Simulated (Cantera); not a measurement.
A closed system holds: 1 mol FeS2, 7.7 mol O2, 2 mol CO2, 4.3 mol H2S, held at 1100 K and 1.00 bar.

Method: chemical equilibrium by Gibbs-energy minimisation in Cantera with the NASA 1993 tables (ideal gas, pure condensed phases). Candidate condensed phases: C, C6H6, C7H8, C8H18, Fe, Fe(CO)5, FeO, Fe(OH)2, Fe(OH)3, FeS, FeSO4, FeS2, Fe2O3, Fe2(SO4)3, Fe3O4, H2O, H2SO4, S; 127 gas species. Mutual solubility and eutectic melting of coexisting phases are not modelled. FeS: taken at fixed stoichiometry. Gases not in the tables: S3 to S7. Kinetics and transport are ignored.

Base state: SO2 0.444, H2O 0.355, CO2 0.169, S2 0.0198, H2S 0.00892, S2O 0.00196, H2 0.00125, CO 0.000604 (mole fractions); condensed: FeS(s) + Fe3O4(s).

Q: What changes in the equilibrium state with this change: FeS2 replaced by MgO?

A: 
```json
[
 {"species": "H2O", "before": "0.355", "after": "0.424"},
 {"species": "SO2", "before": "0.444", "after": "0.284"},
 {"species": "CO2", "before": "0.169", "after": "0.197"},
 {"species": "O2", "before": "<1e-9", "after": "0.0535"},
 {"species": "S2", "before": "0.0198", "after": "<1e-9"},
 {"species": "SO3", "before": "1.03e-7", "after": "0.0409"},
 {"species": "H2S", "before": "0.00892", "after": "<1e-9"},
 {"species": "S2O", "before": "0.00196", "after": "<1e-9"},
 {"species": "CO", "before": "0.000604", "after": "1.14e-9"},
 {"species": "H2", "before": "0.00125", "after": "2.42e-9"},
 {"species": "FeS(s), mol", "before": "0.447", "after": "0"},
 {"species": "Fe3O4(s), mol", "before": "0.184", "after": "0"},
 {"species": "MgSO4(s), mol", "before": "0", "after": "1.00"}
]
```
Further candidate phases: Mg, MgCO3, MgO, Mg(OH)2, MgS, MgSO4.

Q: What changes in the equilibrium state with this change: H2S from 4.3 to 1.5 mol?

A: 
```
species         before   after
-------------  -------  ------
SO2              0.444   0.288
O2               <1e-9   0.246
CO2              0.169   0.215
H2O              0.355   0.161
S2              0.0198   <1e-9
SO3            1.03e-7  0.0889
H2S            0.00892   <1e-9
S2O            0.00196   <1e-9
FeS(s), mol      0.447       0
Fe3O4(s), mol    0.184       0
Fe2O3(s), mol        0   0.500
```
